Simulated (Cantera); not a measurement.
**Thermodynamics of metals in furnace atmospheres, feed Pb + H2O + N2**

A closed system holds: 1 mol Pb, 0.018 mol H2O, 1.6 mol N2, at 100000 Pa.

Equilibrium computed with Cantera from the NASA thermochemical tables; the gas is ideal and each condensed phase is pure. Candidate condensed phases: H2O, Pb, PbO, PbO2, Pb3O4; 27 gas species. Gases not in the tables: (PbO)n polymers. Kinetics and transport are ignored.

From 1300 K to 1825 K the condensed part is Pb(l). The share of Pb in condensed phases is highest at 1300 K (99.6 %) and lowest at 1825 K (23.1 %).

```
T (K)   x N2     x Pb    x H2O     x PbO      x H2     x Pb2      x H     x OH  n Pb(l)
-----  -----  -------  -------  --------  --------  --------  -------  -------  -------
1300   0.986  0.00262   0.0110   4.91e-5   4.92e-5   2.50e-7  7.76e-9  2.28e-8    0.996
1375   0.982  0.00656   0.0109  0.000106  0.000106   1.15e-6  3.52e-8  6.57e-8    0.989
1450   0.974   0.0149   0.0107  0.000209  0.000209   4.49e-6  1.37e-7  1.69e-7    0.975
1525   0.958   0.0311   0.0104  0.000381  0.000382   1.53e-5  4.62e-7  3.90e-7    0.947
1600   0.928   0.0606  0.00979  0.000649  0.000649   4.60e-5  1.39e-6  8.18e-7    0.894
1675   0.878    0.111  0.00885   0.00103   0.00103  0.000125  3.72e-6  1.55e-6    0.796
1750   0.797    0.192  0.00745   0.00150   0.00150  0.000311  9.02e-6  2.62e-6    0.609
1825   0.671    0.319  0.00555   0.00199   0.00199  0.000715  1.96e-5  3.83e-6    0.231
```
x: gas mole fraction; n: condensed amount in mol.
